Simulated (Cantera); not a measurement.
An adiabatic, constant-pressure homogeneous reactor starts with CO : H2 : O2 : N2 = 1 : 0.2 : 0.261 : 0.981 (molar parts), at 1173 K and 1.00 atm.

Cantera simulation using GRI-Mech 3.0 (53 species, 325 reactions); the numbers are that mechanism's predictions, not measurements.

One state of this run: T (K) = 2645; x CO = 0.295; x H2 = 0.0187; x O2 = 0.00168; x NO = 0.00140; x H = 0.00627. x: mole fraction; the columns are a selection and need not sum to one.

Task: Which value of t (s) does it belong to?
(A) 3.61e-5
(B) 1.80e-5
(C) 0.00116
(D) 0.00466

Result: D, 0.00466
